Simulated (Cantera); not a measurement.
Input (Python, Cantera):

```python
import numpy as np
import cantera as ct

gas = ct.Solution("gri30.yaml")


def delay(T, t_max=10):
    gas.TPX = T, 101325, {'CH4': 1, 'O2': 3.17, 'N2': 11.9}
    reactor = ct.IdealGasReactor(gas, clone=False)
    net = ct.ReactorNet([reactor])
    net.rtol, net.atol = 1e-8, 1e-16
    while net.time < t_max:
        t_old, T_old = net.time, reactor.T
        net.step()
        if reactor.T > T + 400:  # ignition: a rise of 400 K
            return t_old + (T + 400 - T_old) / (reactor.T - T_old) * (net.time - t_old)
    return np.nan


taus = []
for T in [1000, 1075, 1150, 1225, 1300, 1375]:
    taus.append(delay(T))
    print(f"T0 = {T:6g} K   tau = {taus[-1]:.4e} s")
```

Output:

```
T0 =   1000 K   tau = 8.4484e-01 s
T0 =   1075 K   tau = 2.3468e-01 s
T0 =   1150 K   tau = 7.1768e-02 s
T0 =   1225 K   tau = 2.4046e-02 s
T0 =   1300 K   tau = 8.8034e-03 s
T0 =   1375 K   tau = 3.5234e-03 s
```

Cantera simulation using GRI-Mech 3.0 (53 species, 325 reactions); the numbers are that mechanism's predictions, not measurements.
